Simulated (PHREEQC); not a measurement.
2.3 g of hydrous ferric oxide (600 m²/g; 0.2 weak and 0.005 strong sites per Fe, Dzombak-Morel constants, diffuse double layer) in 1 kg of water with 0.1 mol/kgw of an inert sodium salt and 0.016 mol SrCl2, at 25 °C; the pH is set by adding NaOH or the inert anion's acid. Oxygen alone is held at its pressure in air (log pO2 = -0.68). The system is closed to CO2. Precipitation was switched off in this run.

Model: ion-association model, wateq4f.dat, run in PHREEQC.

```tsv
pH	Sr sorbed (%)	surface charge σ (C/m²)	surface potential ψ (mV)
3	0.0	0.366	143
3.67	0.0	0.350	141
4.33	0.0	[?]	134
5	0.0	0.235	121
5.67	0.1	0.159	101
6.33	0.4	0.100	79
7.67	1.4	0.024	26
8.33	[?]	0.007	8
9	11.6	0.003	[?]
9.67	15.3	0.002	2
10.33	17.5	0.002	2
11	21.4	0.001	1
```

Task: Some entries are withheld; supply them.

Result: 
- 4.33, surface charge σ (C/m²): 0.307
- 8.33, Sr sorbed (%): 5.2
- 9, surface potential ψ (mV): 3

Species that the database lacks are ignored. The oxide is taken as insoluble; below pH 4 it would dissolve.
